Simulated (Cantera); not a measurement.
What does this Cantera script print?

```python
import numpy as np
import cantera as ct

gas = ct.Solution("gri30.yaml")
gas.TPX = 1600, 77000, {'CH4': 1, 'N2': 24}
reactor = ct.IdealGasConstPressureReactor(gas, energy="off", clone=False)
net = ct.ReactorNet([reactor])
net.rtol, net.atol = 1e-08, 1e-18
show = ['CH4', 'CH3', 'H2', 'C2H6', 'C2H4']
times = np.geomspace(1e-06, 1, 15)

steps = ct.SolutionArray(gas, extra=["t"])
rows = []
print(f"{'t/s':>10s}{'T/K':>9s}{'P/Pa':>11s}" + "".join(f"{s:>11s}" for s in show))
for t in times:
    while net.time < t:
        t_next = net.step()
        steps.append(gas.state, t=t_next)
    rows.append([np.interp(t, steps.t, y) for y in (steps.T, steps.P, *steps(*show).X.T)])
    print(f"{t:10.3e}{rows[-1][0]:9.1f}{rows[-1][1]:11.4g}" + "".join(f"{x:11.3e}" for x in rows[-1][2:]))
rate = np.gradient(steps.T, steps.t)
print("integrator steps:", len(steps.t))
if steps.T.max() > steps.T[0] + 200:
    print(f"time of steepest temperature rise: {steps.t[rate.argmax()]:.4e} s")
gas.TPX = 1600, 77000, {'CH4': 1, 'N2': 24}
gas.equilibrate("TP")
print(f"equilibrium (TP): T = {gas.T:.1f} K  " + "  ".join(f"{s} {gas[s].X[0]:.3e}" for s in show))
```

It prints:

```
       t/s      T/K       P/Pa        CH4        CH3         H2       C2H6       C2H4
 1.000e-06   1600.0    7.7e+04  4.000e-02  7.593e-08  1.783e-08  1.333e-14  1.202e-15
 2.683e-06   1600.0    7.7e+04  4.000e-02  2.467e-07  9.079e-08  3.682e-13  4.816e-14
 7.197e-06   1600.0    7.7e+04  4.000e-02  7.624e-07  3.443e-07  9.810e-12  2.191e-12
 1.931e-05   1600.0    7.7e+04  4.000e-02  2.169e-06  1.048e-06  2.222e-10  6.945e-11
 5.179e-05   1600.0    7.7e+04  3.999e-02  5.934e-06  2.938e-06  4.457e-09  1.630e-09
 1.389e-04   1600.0    7.7e+04  3.998e-02  1.590e-05  8.062e-06  8.263e-08  3.361e-08
 3.728e-04   1600.0    7.7e+04  3.995e-02  4.055e-05  2.281e-05  1.307e-06  6.255e-07
 1.000e-03   1600.0    7.7e+04  3.986e-02  8.868e-05  7.653e-05  1.324e-05  9.253e-06
 2.683e-03   1600.0    7.7e+04  3.949e-02  1.628e-04  3.563e-04  6.541e-05  9.611e-05
 7.197e-03   1600.0    7.7e+04  3.776e-02  2.414e-04  2.080e-03  1.605e-04  6.510e-04
 1.931e-02   1600.0    7.7e+04  3.276e-02  2.059e-04  8.795e-03  1.155e-04  1.300e-03
 5.179e-02   1600.0    7.7e+04  2.552e-02  1.369e-04  2.015e-02  4.828e-05  5.474e-04
 1.389e-01   1600.0    7.7e+04  1.678e-02  8.430e-05  3.318e-02  1.729e-05  1.964e-04
 3.728e-01   1600.0    7.7e+04  8.710e-03  4.364e-05  4.498e-02  4.386e-06  9.639e-05
 1.000e+00   1600.0    7.7e+04  3.641e-03  1.870e-05  5.233e-02  7.777e-07  8.403e-05
integrator steps: 1095
equilibrium (TP): T = 1600.0 K  CH4 1.974e-04  CH3 1.043e-06  H2 5.738e-02  C2H6 3.331e-09  C2H4 1.783e-05
```

Computed with Cantera and GRI-Mech 3.0 (53 species, 325 reactions). GRI-Mech 3.0 stops at C3 and has no aromatics, soot or wall deposition, so with more carbon than oxygen in the feed, carbon stays in small species such as C2H2 where larger ones or solid carbon would form.
